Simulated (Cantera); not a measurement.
A freely propagating, adiabatic, planar premixed flame of 22.0 % CO, 1.03 % H2, 16.2 % O2, 60.8 % N2, equivalence ratio 0.71, unburnt at 348 K and 100.0 Torr; mixture-averaged transport, grid criteria slope 0.08 and curve 0.16, no radiation.

Detailed kinetics in Cantera: GRI-Mech 3.0 (53 species, 325 reactions). Burning velocities carry a grid error of a few per cent, more on coarse grids.

x: mole fraction of selected species; z is measured from the peak of heat release.

```
z (mm)  T (K)  u (m/s)    x CO      x H2    x O2     x H2O    x NO2      x O
------  -----  -------  ------  --------  ------  --------  -------  -------
-29.9     348    0.375   0.220    0.0103   0.162     <1e-8    <1e-8    <1e-8
-20.0     348    0.375   0.220    0.0103   0.162     <1e-8    <1e-8    <1e-8
-15.0     348    0.375   0.220    0.0103   0.162   7.83e-8    <1e-8    <1e-8
-9.98     348    0.375   0.220    0.0101   0.162   1.23e-6    <1e-8    <1e-8
-4.99     356    0.384   0.219   0.00932   0.162  0.000101    <1e-8  2.83e-8
-2.49       …    0.571   0.209   0.00761   0.157   0.00200    <1e-8  3.11e-5
0           …     1.00   0.168   0.00333   0.134   0.00620    <1e-8  0.00410
2.49        …     1.28   0.113  0.000643  0.1000   0.00634    <1e-8   0.0169
4.99        …     1.42  0.0810  0.000502  0.0819   0.00444    <1e-8   0.0223
9.98        …     1.55  0.0632  0.000585  0.0743   0.00472    <1e-8   0.0197
20.0     1693     1.68  0.0548  0.000581  0.0724   0.00666    <1e-8   0.0140
39.9     1817     1.79  0.0453  0.000479  0.0697   0.00810    <1e-8  0.00932
79.8     1921     1.87  0.0354  0.000357  0.0664   0.00901  1.15e-8  0.00604
```

Task: What belongs in the gaps?

Result: 
- -2.49, T (K): 533
- 0, T (K): 954
- 2.49, T (K): 1240
- 4.99, T (K): 1397
- 9.98, T (K): 1552
